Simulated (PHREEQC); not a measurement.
Acid rinse or clean: speciation

A solution holds 0.55 mol H2SO4 and 0.015 mol CuCl2 per kg of water, at 53 °C and 100 atm. Closed to the air; pH follows from the charge balance.

The numbers come from PHREEQC with the ion-association model, phreeqc.dat.

Precipitation was switched off in this run.

Task: Estimate the pH, specific conductance.

Result: pH 0.36; specific conductance 270000 µS/cm.

Task: In which forms is S present?

Result: HSO4- 94 %, SO4-2 5.2 % of the S.

Under pressure, the constants of complexes without a molar volume in the database are unreliable. Away from 25 °C the constants follow the database's enthalpies or fits; those with neither stay at their 25 °C values.
